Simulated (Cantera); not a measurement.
What does this Cantera script print?

```python
import numpy as np
import cantera as ct

gas_names = [...]  # 110 gases of nasa_gas.yaml made of C, H, O
cond_names = """
    C(gr) C6H6(L) C7H8(L) C8H18(L),n-octa H2O(s) H2O(L)
""".split()


# ... load() reads the species with a 1 bar reference pressure and builds the phases ...
atoms = {
    'CH4': {'C': 1, 'H': 4},
    'O2': {'O': 2},
}
top_T = {'C(gr)': 4500}  # K; cautious upper limits of use, not melting points


# ... equilibrate(T, P, feed) seeds the gas with the atoms and calls Mixture.equilibrate('TP', solver="vcs", rtol=1e-11, max_steps=5000) ...
results = []
T = 973.15  # K
P = 101325  # Pa
for m in [0.049, 0.16, 0.28, 0.39, 0.51, 0.62, 0.74, 0.85, 0.96, 1.1]:
    feed = {'CH4': 1, 'O2': m}  # mol
    mix = equilibrate(T, P, feed)
    results.append((T, P, feed, dict(zip(mix.species_names, mix.species_moles))))

top = {s: max(r[3][s] / sum(r[3][g] for g in gas_names) for r in results) for s in gas_names}
cols = sorted((s for s in top if top[s] > 0.001), key=lambda s: -top[s])[:7]
seen = [c for c in cond_names if any(r[3].get(c, 0) > 1e-12 for r in results)]
print("log10 of partial pressures in bar; condensed amounts in mol")
print(f"{'n(O2)':>10s}" + "".join(f"{s[:9]:>10s}" for s in cols + seen))
for T, P, feed, n in results:
    ng = sum(n[g] for g in gas_names)
    print(f"{feed['O2']:10.4g}" + "".join(f"{np.log10(max(n[s] / ng * P / 1e5, 1e-99)):10.3f}" for s in cols)
          + "".join(f"{n.get(c, 0):10.4g}" for c in seen))
```

Result:

```
log10 of partial pressures in bar; condensed amounts in mol
     n(O2)        H2       H2O        CO       CO2       CH4     C(gr)
     0.049    -0.063    -1.753    -1.483    -2.966    -1.017    0.7581
      0.16    -0.105    -1.337    -1.025    -2.050    -1.102    0.6312
      0.28    -0.146    -1.187    -0.833    -1.667    -1.184    0.4864
      0.39    -0.180    -1.118    -0.731    -1.462    -1.252    0.3489
      0.51    -0.214    -1.076    -0.655    -1.310    -1.320     0.195
      0.62    -0.243    -1.054    -0.604    -1.208    -1.377   0.05131
      0.74    -0.265    -0.941    -0.610    -1.079    -1.565         0
      0.85    -0.290    -0.818    -0.648    -0.968    -1.800         0
      0.96    -0.322    -0.714    -0.694    -0.879    -2.044         0
       1.1    -0.373    -0.604    -0.763    -0.786    -2.378         0
```

Method: chemical equilibrium by Gibbs-energy minimisation in Cantera with the NASA 1993 tables (ideal gas, pure condensed phases).
